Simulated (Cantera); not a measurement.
A freely propagating, adiabatic, planar premixed flame of 23.3 % H₂, 15.3 % O₂, 57.6 % N₂, 3.73 % H₂O, equivalence ratio 0.76, unburnt at 398 K and 1430 Torr; unity-Lewis-number transport, grid criteria slope 0.08 and curve 0.16, no radiation.

Detailed kinetics in Cantera: the H2/O2 subset of GRI-Mech 3.0, which has no nitrogen chemistry. Unity Lewis numbers drop preferential diffusion, which matters most where H2 and H carry the flame. Burning velocities carry a grid error of a few per cent, more on coarse grids.

Problem. Predict: laminar burning velocity; thermal thickness; peak x(OH); peak x(HO₂); peak x(O).

Solution. 
| Property | Result |
|---|---|
| laminar burning velocity | 189 cm/s |
| thermal thickness | 0.136 mm |
| peak x(OH) | 0.0126 |
| peak x(HO₂) | 0.000471 |
| peak x(O) | 0.00841 |
